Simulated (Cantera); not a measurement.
A closed system holds: 1 mol SiH4, 0.19 mol CH4, 6.3 mol H2, held at 11.0 mbar.

These are equilibrium values from Cantera (NASA tables, ideal gas, pure condensed phases), not measurements of a reactor. Candidate condensed phases: C, C6H6, C7H8, C8H18, Si, SiC; 87 gas species. Mutual solubility and eutectic melting of coexisting phases are not modelled. Gases not in the tables: Si2H6 and higher silanes. Equilibrium is a limit: real reactors are often held back by kinetics, nucleation or transport.

**Question.** What share of the Si ends up in condensed phases as a function of T (K), at 2100, 2150, 2200, 2250, 2300, 2350, 2400?

**Answer.** 
| T (K) | Si condensed (%) | as |
|---|---|---|
| 2100 | 87.2 | Si(l) + SiC(s) |
| 2150 | 77.9 | Si(l) + SiC(s) |
| 2200 | 62.4 | Si(l) + SiC(s) |
| 2250 | 36.6 | Si(l) + SiC(s) |
| 2300 | 12.5 | SiC(s) |
| 2350 | 9.3 | SiC(s) |
| 2400 | 0.5 | SiC(s) |
